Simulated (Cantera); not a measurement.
Source: NASA polynomial tables (part measured, part estimated), evaluated in Cantera. Values are per mole of reaction as written; species without (g) are pure solids or liquids, kept so even where they would boil at 1 bar.

3 C3H8(g) ⇌ 4 C2H6(g) + C, with ΔH° = -21.4 kJ and ΔS° = 111.6 J/K at 300 K.

Task: How far is the shortcut ΔG° ≈ ΔH°(300 K) − T·ΔS°(300 K) from the full temperature-dependent value at 2400, 2475, 2550, 2625, 2700 K?

Result: 
```csv
T (K),shortcut (kJ),full (kJ),difference (kJ),difference in log10 K
2400,-289.3,-259.8,-29.5,0.64
2475,-297.7,-266.6,-31.1,0.66
2550,-306.1,-273.3,-32.7,0.67
2625,-314.4,-280.1,-34.3,0.68
2700,-322.8,-286.8,-36.0,0.70
```
The shortcut ignores the heat-capacity change of the reaction.
